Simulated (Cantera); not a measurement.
Standard-state values (1 bar) from the NASA 1993 polynomials, evaluated with Cantera. Values are per mole of reaction as written; species without (g) are pure solids or liquids, kept so even where they would boil at 1 bar.

**Question.** Between 1048 and 1298 K, where is each reaction favourable under standard conditions?
- 2 Na₂CO₃ = 4 Na + 3 O₂(g) + 2 C

**Answer.** 
- 2 Na₂CO₃ = 4 Na + 3 O₂(g) + 2 C: ΔG° is 1682 kJ at 1048 K and 1565 kJ at 1298 K; it stays positive (K < 1). ΔH° is 2140 kJ and ΔS° 443 J/K at 1298 K.
